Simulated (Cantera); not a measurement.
A Cantera script and what it prints.

```python
import numpy as np
import cantera as ct

gas_names = """
    H HO2 H2 H2O H2O2 H2S H2SO4 O OH O2 O3 S SH SO SO2 SO3 S2 S2O S8
""".split()
cond_names = """
    H2O(s) H2O(L) H2SO4(L) S(cr1) S(cr2) S(L)
""".split()


def load(file, names, dense=False):
    # The tables refer to 1 bar. Condensed volumes are neglected.
    table = {s.name: s for s in ct.Species.list_from_file(file)}
    out = []
    for n in names:
        d = dict(table[n].input_data)
        d["thermo"] = dict(d["thermo"], **{"reference-pressure": 1e5})
        if dense:
            d["equation-of-state"] = {"model": "constant-volume", "density": "1e6 g/cm^3"}
        out.append(ct.Species.from_dict(d))
    return out


gas = ct.Solution(thermo="ideal-gas", species=load("nasa_gas.yaml", gas_names))
cond = {s.name: ct.Solution(thermo="fixed-stoichiometry", species=[s], name=s.name)
        for s in load("nasa_condensed.yaml", cond_names, dense=True)}
atoms = {
    'SO2': {'S': 1, 'O': 2},
    'H2O': {'H': 2, 'O': 1},
    'O2': {'O': 2},
    'H2': {'H': 2},
}
top_T = {}  # K; cautious upper limits of use, not melting points


def equilibrate(T, P, feed):
    n = {}
    for name, mol in feed.items():
        for a, k in atoms[name].items():
            n[a] = n.get(a, 0.0) + k * mol
    gas.TPX = T, P, n
    mass = sum(n.values()) * gas.mean_molecular_weight
    gas.equilibrate("TP")
    valid = [c for c in cond.values() if c.min_temp <= T <= top_T.get(c.name, c.max_temp)]
    mix = ct.Mixture([(gas, mass / gas.mean_molecular_weight)] + [(c, 0.0) for c in valid])
    mix.T, mix.P = T, P
    mix.equilibrate("TP", solver="vcs", rtol=1e-11, max_steps=5000)
    return mix


results = []
feed = {'SO2': 1, 'H2O': 7.2, 'O2': 4.6, 'H2': 0.23}  # mol
T = 2700  # K
for P in [10, 200, 3900, 77000, 1500000, 30000000]:
    mix = equilibrate(T, P, feed)
    results.append((T, P, feed, dict(zip(mix.species_names, mix.species_moles))))

top = {s: max(r[3][s] / sum(r[3][g] for g in gas_names) for r in results) for s in gas_names}
cols = sorted((s for s in top if top[s] > 0.001), key=lambda s: -top[s])[:5]
seen = [c for c in cond_names if any(r[3].get(c, 0) > 1e-12 for r in results)]
print("log10 of partial pressures in bar; condensed amounts in mol")
print(f"{'P/Pa':>10s}" + "".join(f"{s[:9]:>10s}" for s in cols + seen))
for T, P, feed, n in results:
    ng = sum(n[g] for g in gas_names)
    print(f"{P:10.4g}" + "".join(f"{np.log10(max(n[s] / ng * P / 1e5, 1e-99)):10.3f}" for s in cols)
          + "".join(f"{n.get(c, 0):10.4g}" for c in seen))
```

It prints:

```
log10 of partial pressures in bar; condensed amounts in mol
      P/Pa       H2O         O         H        O2        OH
        10    -7.261    -4.299    -4.366    -5.713    -5.978
       200    -3.882    -3.220    -3.215    -3.556    -3.749
      3900    -1.868    -2.436    -2.601    -1.987    -2.350
   7.7e+04    -0.416    -1.750    -2.218    -0.616    -1.281
   1.5e+06     0.913    -1.093    -1.882     0.699    -0.288
     3e+07     2.228    -0.438    -1.552     2.009     0.697
```

Equilibrium computed with Cantera from the NASA thermochemical tables; the gas is ideal and each condensed phase is pure. The ideal-gas law is rough above about 30 bar.
